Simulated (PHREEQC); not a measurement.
Dissolve 0.0075 mol/kgw NH3 and 8.6e-05 mol/kgw H3BO3 at 25 °C. Closed to the air; pH follows from the charge balance.

Model: ion-association model, phreeqc.dat, run in PHREEQC.

| Item | Result |
|---|---|
| pH | 10.50 |
| ionic strength | 0.000406 mol/kgw |
| total alkalinity | 7.50 meq/kg |

```tsv
species	molality	activity	log γ
NH3	0.00709	0.00709	0.000
NH4+	0.000406	0.000397	-0.010
OH-	0.000325	0.000317	-0.010
H2BO3-	8.16e-5	7.97e-5	-0.010
H3BO3	4.42e-6	4.42e-6	0.000
```

This is a speciation only: nothing precipitates in the calculation. Complexes and solids missing from the database can't appear.
